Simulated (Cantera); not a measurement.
A closed system holds: 1 mol CH3SiCl3, 0.0046 mol C3H8, 4.1 mol H2, held at 133 Pa.

Equilibrium computed with Cantera from the NASA thermochemical tables; the gas is ideal and each condensed phase is pure. Candidate condensed phases: C, C6H6, C7H8, C8H18, Si, SiC; 109 gas species. The feed counts by its element totals alone. Gases not in the tables: Si2H6 and higher silanes. Equilibrium is a limit: real reactors are often held back by kinetics, nucleation or transport.

Over these rows the condensed part is C(graphite) + SiC(s). Partial pressures as log10 of bar:

```
T (K)  1000/T (1/K)  log p SiC2  log p H2  log p HCl  log p H  log p SiCl2
-----  ------------  ----------  --------  ---------  -------  -----------
1898         0.5269       -7.95     -3.10      -3.32    -4.66        -4.53
1948         0.5133       -7.47     -3.11      -3.33    -4.50        -4.49
1998         0.5005       -7.02     -3.11      -3.34    -4.35        -4.45
2048         0.4883       -6.60     -3.12      -3.36    -4.21        -4.43
2098         0.4766           ?     -3.13      -3.38    -4.08        -4.41
2148         0.4655       -5.80     -3.14      -3.41    -3.95        -4.40
```

Task: Fit log p(SiC2) = a + b·(1000/T) to the five rows, give the apparent enthalpy, and predict the row at 2098 K.

Result: Means: 1000/T = 0.4989, log p = -6.968. Sxy = -0.077720, Sxx = 0.0022218, so b = -34.98 and a = -6.968 − (-34.98)×0.4989 = 10.48.
Apparent enthalpy: −19.145 × (-34.98) = 670 kJ/mol. The condensed phases alone fix this pressure, through C(graphite) + SiC(s) = SiC2(g), so the slope is that reaction's ΔH° and the other gases don't enter. The five rows lie within 0.01 of the line.
Prediction at 2098 K: 10.48 + (-34.98)×0.4766 = -6.19. The computed value is -6.19, 0.00 from the line.
